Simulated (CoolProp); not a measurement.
Vapour-liquid equilibrium of R134a (1) + cyclopropane (2) at 340.9 K; x and y are mole fractions of (1).

Values from CoolProp's multi-fluid Helmholtz-energy mixture model, Tillner-Roth 1994 and Polt 1992; pair parameters Bell 2016. This equation is an older, rougher fit; its heat capacities, sound speeds and derivatives of the liquid may be far off and weren't checked against measurements.

Problem. Give the bubble pressure and the first vapour's composition at x = 0.5, 0.8, 0.95. Is there an azeotrope?

Solution. x = 0.5: 25.88 bar, y = 0.496; x = 0.8: 23.88 bar, y = 0.737; x = 0.95: 21.27 bar, y = 0.920. y crosses x between x = 0.425 and 0.5: the model has an azeotrope there.

The pair parameters rest on a limited set of measurements; away from them the model extrapolates.
